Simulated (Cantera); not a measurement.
What does this Cantera script print?

```python
import numpy as np
import cantera as ct

gas = ct.Solution("gri30.yaml")
gas.TPX = 1400, 2666, {'H2': 0.28, 'O2': 1}
inlet = ct.Reservoir(gas, clone=True)

reactor = ct.IdealGasConstPressureReactor(gas, energy="off", clone=False)
exhaust = ct.Reservoir(gas, clone=True)
tau = [15, 4.3, 1.2, 0.35, 0.1, 0.03, 0.0085, 0.0025, 0.00071, 0.00021][0]
for a, b in ((inlet, reactor), (reactor, exhaust)):
    ct.MassFlowController(a, b, mdot=lambda t: reactor.mass / tau)
net = ct.ReactorNet([reactor])
show = ['H2', 'O2', 'HO2', 'O', 'H2O2']

rows = []
print(f"{'tau/s':>10s}{'T/K':>9s}" + "".join(f"{s:>11s}" for s in show))
for tau in [15, 4.3, 1.2, 0.35, 0.1, 0.03, 0.0085, 0.0025, 0.00071, 0.00021]:
    net.initial_time = 0.0
    net.advance(30 * tau)
    before = gas.X
    net.advance(40 * tau)
    drift = np.max(np.abs(gas.X - before) / (gas.X + 1e-9))
    rows.append([gas.T, *gas[show].X, drift])
    print(f"{tau:10.3e}{gas.T:9.1f}" + "".join(f"{x:11.3e}" for x in gas[show].X))
```

Output:

```
     tau/s      T/K         H2         O2        HO2          O       H2O2
 1.500e+01   1400.0  6.598e-05  7.535e-01  8.195e-07  3.328e-04  5.817e-08
 4.300e+00   1400.0  1.519e-04  7.528e-01  1.634e-06  7.768e-04  9.440e-08
 1.200e+00   1400.0  3.531e-04  7.514e-01  3.122e-06  1.835e-03  1.489e-07
 3.500e-01   1400.0  7.887e-04  7.486e-01  5.327e-06  4.168e-03  2.222e-07
 1.000e-01   1400.0  1.752e-03  7.426e-01  8.123e-06  9.437e-03  3.173e-07
 3.000e-02   1400.0  3.637e-03  7.308e-01  1.065e-05  1.997e-02  4.152e-07
 8.500e-03   1400.0  7.174e-03  7.080e-01  1.212e-05  3.995e-02  4.867e-07
 2.500e-03   1400.0  1.201e-02  6.797e-01  1.204e-05  6.381e-02  4.980e-07
 7.100e-04   1400.0  1.934e-02  6.632e-01  1.143e-05  7.631e-02  5.049e-07
 2.100e-04   1400.0  3.639e-02  6.686e-01  1.079e-05  6.939e-02  5.509e-07
```

Computed with Cantera and GRI-Mech 3.0 (53 species, 325 reactions). Radical loss at walls, strong at low pressure, is not modelled. The temperature is held fixed by assumption; the heat of reaction is taken as removed at once.
